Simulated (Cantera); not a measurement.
## Adiabatic ignition

An adiabatic, constant-volume homogeneous reactor starts with CH4 : H2 : O2 : N2 = 1 : 0.15 : 0.902 : 3.39 (molar parts), equivalence ratio 2.3, at 1625 K and 170000 Pa.

Cantera simulation using GRI-Mech 3.0 (53 species, 325 reactions); the numbers are that mechanism's predictions, not measurements.

```tsv
t (s)	T (K)	P (bar)	x CH4	x H2	x O2	x NO2	x C2H6
3.00e-6	1625	1.70	0.184	0.0276	0.166	<1e-12	3.05e-9
8.58e-6	1625	1.70	0.184	0.0276	0.166	<1e-12	1.01e-7
2.45e-5	1625	1.70	0.184	0.0276	0.166	<1e-12	4.94e-6
7.02e-5	1629	1.70	0.182	0.0276	0.165	<1e-12	0.000286
0.000201	2717	3.30	0.00327	0.156	0.00347	5.77e-10	1.81e-6
0.000574	2736	3.47	1.96e-10	0.208	2.25e-5	6.39e-9	<1e-12
0.00164	2737	3.47	1.89e-10	0.208	2.28e-5	4.22e-9	<1e-12
0.00470	2737	3.47	1.88e-10	0.208	2.28e-5	3.91e-9	<1e-12
0.0134	2737	3.47	1.88e-10	0.208	2.28e-5	3.91e-9	<1e-12
0.0385	2737	3.47	1.88e-10	0.208	2.28e-5	3.91e-9	<1e-12
0.110	2737	3.47	1.88e-10	0.208	2.28e-5	3.91e-9	<1e-12
0.315	2737	3.47	1.88e-10	0.208	2.28e-5	3.91e-9	<1e-12
0.900	2737	3.47	1.88e-10	0.208	2.28e-5	3.91e-9	<1e-12
```
x: mole fraction; the columns are a selection and need not sum to one.

- time of steepest temperature rise = 0.199 ms
- temperature at 0.900 s = 2737 K
- equilibrium temperature = 2737 K
- x(CH4) at 0.900 s = 1.88e-10 (gas-phase equilibrium 2.11e-10)
- x(H2) at 0.900 s = 0.208 (gas-phase equilibrium 0.208)
- x(O2) at 0.900 s = 2.28e-5 (gas-phase equilibrium 2.28e-5)
